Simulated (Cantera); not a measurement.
Input: 1 mol MgCO₃, 9.6 mol O₂, at 1273.15 K and 0.0133 bar.

These are equilibrium values from Cantera (NASA tables, ideal gas, pure condensed phases), not measurements of a reactor. Candidate condensed phases: C, Mg, MgCO₃, MgO; 15 gas species. Kinetics and transport are ignored.

Base state: O₂ 0.906, CO₂ 0.0943 (mole fractions); condensed: MgO(s).

Q: What changes in the equilibrium state with this change: MgCO₃ replaced by Fe₂O₃?

A: 
```
species        before  after
-------------  ------  -----
O₂              0.906  1.000
CO₂            0.0943      0
MgO(s), mol      1.00      0
Fe₂O₃(s), mol       0   1.00
```
Further candidate phases: Fe, FeO, Fe₂O₃, Fe₃O₄.
